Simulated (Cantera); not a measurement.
**Silicon etching in halogen gases: Si + NF3 + H2 + SF6**

Feed: 1 mol Si, 6.5 mol NF3, 3 mol H2, 1.1 mol SF6, at 133 Pa.

These are equilibrium values from Cantera (NASA tables, ideal gas, pure condensed phases), not measurements of a reactor. Candidate condensed phases: S, Si, Si3N4; 52 gas species. Rates play no part.

```csv
T (°C),log p F,log p HF,log p F2,log p N2,log p SF6,log p SiF4,log p NF3
427,-4.58,-3.30,-3.47,-3.59,-4.03,-4.08,-4.48
477,-4.17,-3.31,-3.47,-3.58,-4.05,-4.09,-5.12
527,-3.84,-3.33,-3.53,-3.59,-4.06,-4.11,-5.78
577,-3.59,-3.35,-3.65,-3.61,-4.08,-4.13,-6.47
627,-3.41,-3.37,-3.85,-3.64,-4.11,-4.15,-7.23
677,-3.30,-3.39,-4.14,-3.66,-4.13,-4.17,-8.07
727,-3.25,-3.41,-4.49,-3.67,-4.14,-4.18,-8.96
777,-3.23,-3.41,-4.86,-3.68,-4.15,-4.19,-9.84
```
log p: log10 of the partial pressure in bar; nothing condenses.

From 427 °C to 777 °C nothing is condensed. The main Si-bearing gas is SiF4 throughout.
